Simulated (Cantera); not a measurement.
Input: 1 mol Si, 0.94 mol HCl, 4.1 mol H₂, at 1475 K and 218 Torr.

These are equilibrium values from Cantera (NASA tables, ideal gas, pure condensed phases), not measurements of a reactor. Candidate condensed phases: Si; 19 gas species. The tables' values for SiCl₃ are old estimates; treat these amounts as uncertain. Rates play no part.

Base state: H₂ 0.866, HCl 0.0926, SiCl₂ 0.0312, SiCl₃ 0.00491, SiCl₄ 0.00263, SiHCl₃ 0.00232, SiH₂Cl₂ 0.000323, H 2.24e-5 (mole fractions); condensed: Si(s).

What changes in the equilibrium state with this change: HCl from 0.94 to 0.7 mol?


```csv
species,before,after
H₂,0.866,0.890
HCl,0.0926,0.0806
SiCl₂,0.0312,0.0230
SiCl₄,0.00263,0.00142
SiCl₃,0.00491,0.00310
SiHCl₃,0.00232,0.00149
SiH₂Cl₂,0.000323,0.000244
SiH₃Cl,1.31e-5,1.17e-5
"Si(s), mol",0.793,0.860
```
